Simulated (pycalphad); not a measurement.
All values are pycalphad results on the COST 507 light-alloy database (1999) (1 atm), not direct measurements. These are 1990s assessments: newer ones move some temperatures and phases. Phase fractions are per mole of atoms.

Problem. Give the equilibrium state of Hf-72.68C (at.%) at 1602 °C.

Solution. 
```
T = 1875.00 K, P = 101325 Pa, N = 1 mol of atoms
G = -119602 J/mol, H = -20854 J/mol, S = 52.67 J/(mol K)  (SER reference)
chemical potentials (J/mol): Hf -328728, C -40992
phase             fraction      x(Hf)       x(C)
FCC_A1              0.5441     0.5021     0.4979
GRAPHITE            0.4559       none     1.0000
```

FCC_A1 is fcc. An entry "none" or "no" means that the model of the phase leaves that element out. The fcc model also describes the rock-salt carbide or nitride (TiC, TiN, HfC).
